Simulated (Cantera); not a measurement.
An isothermal plug-flow reactor at 575 K and 2930 Torr (inlet), inlet velocity 0.94 m/s, active area per volume 120 1/m; feed 2.07 % H₂, 12.0 % O₂, 86.0 % N₂, equivalence ratio 0.086.

Model: Deutschmann's 1995 Pt surface mechanism with GRI-Mech 3.0 gas chemistry, integrated in Cantera. Catalytic surfaces can have several steady states; this one follows from the mechanism file's or the stated starting coverage. Mass transfer to the wall is taken as infinitely fast.

Problem. Predict: x(H₂) at z = 0.0054 m; x(O₂) at z = 0.0054 m; x(H₂O) at z = 0.0054 m; θ(free Pt) at the exit; θ(O*) at the exit; θ(OH*) at the exit.

Solution. 
```
Item                     Result
----------------------  -------
x(H₂) at z = 0.0054 m   0.00303
x(O₂) at z = 0.0054 m     0.112
x(H₂O) at z = 0.0054 m   0.0178
θ(free Pt) at the exit   0.0433
θ(O*) at the exit         0.927
θ(OH*) at the exit       0.0298
```
